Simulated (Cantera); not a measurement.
Feed: 1 mol SiF4, 2.2 mol O3, 73 mol H2, 0.12 mol H2O, held at 750 K and 7000 Pa.

Cantera equilibrium calculation (NASA polynomials, part measured and part estimated; ideal gas, pure solids and liquids). Candidate condensed phases: H2O, Si, SiO2; 38 gas species. Rates play no part.

Base state: H2 0.888, H2O 0.0734, HF 0.0331, SiF4 0.00511 (mole fractions); condensed: SiO2(α-quartz).

What changes in the equilibrium state with this change: temperature from 750 K to 1375 K?


| species | before | after |
|---|---|---|
| H2 | 0.888 | 0.884 |
| H2O | 0.0734 | 0.0629 |
| HF | 0.0331 | 0.0532 |
| SiF4 | 0.00511 | 1.83e-5 |
| H | <1e-9 | 1.22e-5 |
| SiO2(α-quartz), mol | 0.618 | 0 |
| SiO2(β-quartz), mol | 0 | 0.999 |
The tables hold silica as quartz up to 1696 K and as liquid above; real silica turns to tridymite and cristobalite and melts near 1996 K.

What changes in the equilibrium state with this change: SiF4 replaced by SiH2Cl2?


```tsv
species	before	after
H2	0.888	0.911
H2O	0.0734	0.0628
HCl	0	0.0266
HF	0.0331	0
SiF4	0.00511	0
SiO2(α-quartz), mol	0.618	1.00
```
